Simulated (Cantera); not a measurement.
A perfectly stirred reactor is fed with H₂ : O₂ = 0.29 : 1 (molar parts), at 2670 Pa; it is held at 998 K, and followed from long to short residence time.

Detailed kinetics in Cantera: GRI-Mech 3.0 (53 species, 325 reactions). Radical loss at walls, strong at low pressure, is not modelled. The temperature is held fixed by assumption; the heat of reaction is taken as removed at once.

Problem. Predict: x(H₂) at τ = 20.0 s; x(O₂) at τ = 20.0 s; x(H₂O) at τ = 20.0 s; x(O) at τ = 20.0 s; x(HO₂) at τ = 20.0 s; x(H₂) at τ = 0.120 s; x(O₂) at τ = 0.120 s; x(H₂O) at τ = 0.120 s; x(O) at τ = 0.120 s; x(HO₂) at τ = 0.120 s.

Solution. 
| Quantity | Value |
|---|---|
| x(H₂) at τ = 20.0 s | 0.000192 |
| x(O₂) at τ = 20.0 s | 0.747 |
| x(H₂O) at τ = 20.0 s | 0.253 |
| x(O) at τ = 20.0 s | 7.20e-5 |
| x(HO₂) at τ = 20.0 s | 3.92e-6 |
| x(H₂) at τ = 0.120 s | 0.00435 |
| x(O₂) at τ = 0.120 s | 0.745 |
| x(H₂O) at τ = 0.120 s | 0.247 |
| x(O) at τ = 0.120 s | 0.00191 |
| x(HO₂) at τ = 0.120 s | 2.51e-5 |
